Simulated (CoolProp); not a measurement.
Cyclopropane at several states: Z from the reference equation and from simpler models built on Tc = 125.5 °C, pc = 5.605 MPa, ω = 0.131; each cubic takes its own stable root.

Model: reference Helmholtz-energy equation of state, Polt 1992, in CoolProp. This equation is an older, rougher fit; its heat capacities, sound speeds and derivatives of the liquid may be far off and weren't checked against measurements.

```
T (°C)  p (MPa)          phase  reference  van der Waals  Redlich-Kwong  Soave-Redlich-Kwong  Peng-Robinson
------  -------  -------------  ---------  -------------  -------------  -------------------  -------------
62.15      1.47            gas     0.8134              ?              ?               0.8265         0.8151
176.65       28  supercritical     0.6735              ?         0.7165               0.7287         0.6614
118.45     19.7         liquid     0.4871         0.6770         0.5317               0.5305         0.4757
```

Question: Fill in the missing entries.

Answer: 
- 62.15, van der Waals: 0.8666
- 62.15, Redlich-Kwong: 0.8324
- 176.65, van der Waals: 0.8644
